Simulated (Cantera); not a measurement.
Input: 1 mol SiH₂Cl₂, 0.36 mol N₂O, 41 mol N₂, 2.9 mol O₃, held at 0.133 bar.

Method: chemical equilibrium by Gibbs-energy minimisation in Cantera with the NASA 1993 tables (ideal gas, pure condensed phases). Candidate condensed phases: H₂O, NH₄Cl, Si, SiO₂, Si₂N₂O, Si₃N₄; 47 gas species. The tables hold silica as quartz up to 1696 K and as liquid above; real silica turns to tridymite and cristobalite and melts near 1996 K. Rates play no part.

Task: Which condensed phases are stable at each of these points (T (°C)): 1202, 1252, 1302, 1352, 1402, 1452, 1502, 1552, 1602, 1652, 1702, 1752?

Result: 
```
T (°C)  condensed phases  Si condensed (%)
------  ----------------  ----------------
1202      SiO₂(β-quartz)             100.0
1252      SiO₂(β-quartz)             100.0
1302      SiO₂(β-quartz)             100.0
1352      SiO₂(β-quartz)             100.0
1402      SiO₂(β-quartz)             100.0
1452     SiO₂(condensed)             100.0
1502     SiO₂(condensed)             100.0
1552     SiO₂(condensed)             100.0
1602     SiO₂(condensed)             100.0
1652     SiO₂(condensed)             100.0
1702     SiO₂(condensed)             100.0
1752             SiO₂(l)             100.0
```

From 1202 °C to 1402 °C the condensed part is SiO₂(β-quartz). From 1452 °C to 1702 °C the condensed part is SiO₂(condensed). At 1752 °C the condensed part is SiO₂(l).
